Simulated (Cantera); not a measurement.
Input (Python, Cantera):

```python
import numpy as np
import cantera as ct

gas = ct.Solution("gri30.yaml")
gas.TPX = 1898, 101325, {'CH4': 1, 'H2O': 0.55}
inlet = ct.Reservoir(gas, clone=True)

reactor = ct.IdealGasConstPressureReactor(gas, energy="off", clone=False)
exhaust = ct.Reservoir(gas, clone=True)
tau = [0.85, 0.33, 0.13, 0.05, 0.019, 0.0075, 0.0029][0]
for a, b in ((inlet, reactor), (reactor, exhaust)):
    ct.MassFlowController(a, b, mdot=lambda t: reactor.mass / tau)
net = ct.ReactorNet([reactor])
show = ['CH4', 'H2O', 'HCO', 'C2H', 'HO2', 'C2H4', 'O2']

rows = []
print(f"{'tau/s':>10s}{'T/K':>9s}" + "".join(f"{s:>11s}" for s in show))
for tau in [0.85, 0.33, 0.13, 0.05, 0.019, 0.0075, 0.0029]:
    net.initial_time = 0.0
    net.advance(30 * tau)
    before = gas.X
    net.advance(40 * tau)
    drift = np.max(np.abs(gas.X - before) / (gas.X + 1e-9))
    rows.append([gas.T, *gas[show].X, drift])
    print(f"{tau:10.3e}{gas.T:9.1f}" + "".join(f"{x:11.3e}" for x in gas[show].X))
```

Result:

```
     tau/s      T/K        CH4        H2O        HCO        C2H        HO2       C2H4         O2
 8.500e-01   1898.0  1.244e-02  1.952e-02  5.018e-08  9.251e-07  1.411e-14  7.176e-04  6.163e-12
 3.300e-01   1898.0  1.836e-02  3.954e-02  4.566e-08  1.044e-06  5.761e-14  8.021e-04  2.476e-11
 1.300e-01   1898.0  2.731e-02  7.009e-02  4.036e-08  1.225e-06  1.796e-13  9.375e-04  7.570e-11
 5.000e-02   1898.0  4.121e-02  1.111e-01  3.653e-08  1.456e-06  4.426e-13  1.143e-03  1.853e-10
 1.900e-02   1898.0  6.299e-02  1.564e-01  3.804e-08  1.668e-06  8.396e-13  1.469e-03  3.631e-10
 7.500e-03   1898.0  9.570e-02  1.961e-01  4.781e-08  1.759e-06  1.217e-12  2.073e-03  5.757e-10
 2.900e-03   1898.0  1.470e-01  2.290e-01  6.797e-08  1.683e-06  1.479e-12  3.450e-03  8.128e-10
```

Model: GRI-Mech 3.0 (53 species, 325 reactions), integrated in Cantera. GRI-Mech 3.0 stops at C3 and has no aromatics, soot or wall deposition, so with more carbon than oxygen in the feed, carbon stays in small species such as C2H2 where larger ones or solid carbon would form.
